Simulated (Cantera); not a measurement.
**Silicon etching in halogen gases: Si + HBr + N2**

A closed system holds: 1 mol Si, a varied amount of HBr, 8.9 mol N2, at 0.0370 bar.

Cantera equilibrium calculation (NASA polynomials, part measured and part estimated; ideal gas, pure solids and liquids). Candidate condensed phases: Br2, Si, Si3N4; 28 gas species. N2 is the only nitrogen source here; it is nearly inert below about 1500 K, so the nitride shown seldom forms there in practice. The tables' values for SiBr3 are old estimates. Rates play no part.

Task: Map the stable condensed phases over T = 525, 625, 725, 825, 925, 1025, 1125, 1225, 1325, 1425 °C and n(HBr) in mol = 1.7, 2.1, 2.6, 3.1, 3.8, 4.7, 5.7, 7, 8.5, 10, 13, 16, 19.

Result: 
```
T in °C \ n(HBr) in mol
         1.7 2.1 2.6 3.1 3.8 4.7 5.7   7 8.5  10  13  16  19
   1425    A   A   A   A   A   B   B   B   B   B   B   B   B
   1325    A   A   A   A   A   A   B   B   B   B   B   B   B
   1225    A   A   A   A   A   A   A   A   B   B   B   B   B
   1125    A   A   A   A   A   A   A   A   A   A   B   B   B
   1025    A   A   A   A   A   A   A   A   A   A   B   B   B
    925    A   A   A   A   A   A   A   A   A   A   A   B   B
    825    A   A   A   A   A   A   A   A   A   A   B   B   B
    725    A   A   A   A   A   A   A   A   A   A   B   B   B
    625    A   A   A   A   A   A   A   A   A   A   B   B   B
    525    A   A   A   A   A   A   A   A   A   A   B   B   B
```
A: Si3N4; B: gas only.
